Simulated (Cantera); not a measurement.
A closed system holds: 1 mol AlN, 0.32 mol I2, 0.27 mol H2, at 450 Torr.

Method: chemical equilibrium by Gibbs-energy minimisation in Cantera with the NASA 1993 tables (ideal gas, pure condensed phases). Candidate condensed phases: Al, AlI3, AlN, I2; 19 gas species. The numbers say what is thermodynamically allowed, not how fast it happens. All values below are at 1223 K.

Base state: H2 0.299, HI 0.296, AlI3 0.230, N2 0.115, I 0.0454, I2 0.0137, Al2I6 4.60e-5 (mole fractions); condensed: AlN(s).

What changes in the equilibrium state with this change: I2 from 0.32 to 0.023 mol?


| species | before | after |
|---|---|---|
| H2 | 0.299 | 0.861 |
| HI | 0.296 | 0.111 |
| AlI3 | 0.230 | 0.0113 |
| N2 | 0.115 | 0.00562 |
| I2 | 0.0137 | 0.000667 |
| I | 0.0454 | 0.0100 |
| Al2I6 | 4.60e-5 | 1.10e-7 |
| AlN(s), mol | 0.861 | 0.997 |
